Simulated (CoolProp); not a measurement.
Properties of sulfur dioxide at several states.

The numbers come from the reference Helmholtz-energy equation of state, Gao 2016 in CoolProp.

```
T (K)  p (MPa)   phase  cp (kJ/(kg K))  cv (kJ/(kg K))  expansivity (1/kK)
-----  -------  ------  --------------  --------------  ------------------
289.8    0.549  liquid               …          0.8128               1.996
355.9     26.7  liquid               …               …                   …
364      0.408     gas          0.7042               …                   …
505.2   0.0303     gas               …               …               1.985
```

**Question.** Fill in the missing entries.

**Answer.** 
- 289.8, cp (kJ/(kg K)): 1.381
- 355.9, cp (kJ/(kg K)): 1.373
- 355.9, cv (kJ/(kg K)): 0.7807
- 355.9, expansivity (1/kK): 2.100
- 364, cv (kJ/(kg K)): 0.5505
- 364, expansivity (1/kK): 3.094
- 505.2, cp (kJ/(kg K)): 0.7297
- 505.2, cv (kJ/(kg K)): 0.5994
